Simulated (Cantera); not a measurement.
Cantera run:

```python
import numpy as np
import cantera as ct

gas_names = [...]  # 110 gases of nasa_gas.yaml made of C, H, O
cond_names = """
    C(gr) C6H6(L) C7H8(L) C8H18(L),n-octa H2O(s) H2O(L)
""".split()


# ... load() reads the species with a 1 bar reference pressure and builds the phases ...
atoms = {
    'C2H2': {'C': 2, 'H': 2},
    'CO2': {'C': 1, 'O': 2},
    'H2': {'H': 2},
}
top_T = {'C(gr)': 4500}  # K; cautious upper limits of use, not melting points


# ... equilibrate(T, P, feed) seeds the gas with the atoms and calls Mixture.equilibrate('TP', solver="vcs", rtol=1e-11, max_steps=5000) ...
results = []
feed = {'C2H2': 1, 'CO2': 0.26, 'H2': 9.5}  # mol
P = 5400  # Pa
for T in [748, 898, 1048, 1198, 1348, 1498, 1648, 1798, 1948, 2098, 2248]:
    mix = equilibrate(T, P, feed)
    results.append((T, P, feed, dict(zip(mix.species_names, mix.species_moles))))

top = {s: max(r[3][s] / sum(r[3][g] for g in gas_names) for r in results) for s in gas_names}
cols = sorted((s for s in top if top[s] > 0.001), key=lambda s: -top[s])[:8]
seen = [c for c in cond_names if any(r[3].get(c, 0) > 1e-12 for r in results)]
print("log10 of partial pressures in bar; condensed amounts in mol")
print(f"{'T/K':>10s}" + "".join(f"{s[:9]:>10s}" for s in cols + seen))
for T, P, feed, n in results:
    ng = sum(n[g] for g in gas_names)
    print(f"{T:10.4g}" + "".join(f"{np.log10(max(n[s] / ng * P / 1e5, 1e-99)):10.3f}" for s in cols)
          + "".join(f"{n.get(c, 0):10.4g}" for c in seen))
```

It prints:

```
log10 of partial pressures in bar; condensed amounts in mol
       T/K        H2       CH4        CO       H2O         H C2H2,acet       CO2     C(gr)
       748    -1.351    -2.181    -3.298    -2.665   -13.216   -14.266    -3.819    0.9908
       898    -1.296    -3.086    -2.647    -3.540   -10.609   -11.575    -4.525      1.64
      1048    -1.290    -3.814    -2.597    -4.615    -8.757    -9.695    -5.848     1.714
      1198    -1.289    -4.373    -2.594    -5.459    -7.365    -8.294    -6.899     1.732
      1348    -1.289    -4.812    -2.594    -6.117    -6.280    -7.209    -7.713     1.737
      1498    -1.289    -5.163    -2.594    -6.641    -5.409    -6.344    -8.358     1.738
      1648    -1.289    -5.451    -2.594    -7.069    -4.695    -5.638    -8.880     1.738
      1798    -1.289    -5.690    -2.594    -7.424    -4.098    -5.053    -9.310     1.736
      1948    -1.291    -5.892    -2.595    -7.724    -3.592    -4.559    -9.671     1.728
      2098    -1.295    -6.069    -2.597    -7.984    -3.159    -4.140    -9.979      1.71
      2248    -1.304    -6.232    -2.600    -8.214    -2.786    -3.784   -10.247     1.671
```

Method: chemical equilibrium by Gibbs-energy minimisation in Cantera with the NASA 1993 tables (ideal gas, pure condensed phases).
